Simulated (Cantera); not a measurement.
Feed: 1 mol Al₂O₃, 0.31 mol H₂, equilibrated at 0.170 bar.

These are equilibrium values from Cantera (NASA tables, ideal gas, pure condensed phases), not measurements of a reactor. Candidate condensed phases: Al, Al₂O₃, H₂O; 19 gas species. Rates play no part. All values below are at 1800 K.

Base state: H₂ 0.999, H 0.000868, H₂O 2.49e-5, Al 1.10e-5 (mole fractions); condensed: Al₂O₃(s).

**Question.** What changes in the equilibrium state with this change: Al₂O₃ replaced by Cu₂O?

**Answer.** 
```csv
species,before,after
H₂O,2.49e-5,0.976
O₂,<1e-9,0.0177
Cu,0,0.00319
H₂,0.999,0.000959
Al,1.10e-5,0
OH,1.43e-9,0.00181
O,<1e-9,3.92e-5
"Al₂O₃(s), mol",1.000,0
"Cu(l), mol",0,0.641
"Cu₂O(l), mol",0,0.679
```
Each liquid is taken as pure. Mutual solubility and eutectic melting of coexisting phases are not modelled. Further candidate phases: Cu, CuO, Cu(OH)₂, Cu₂O.
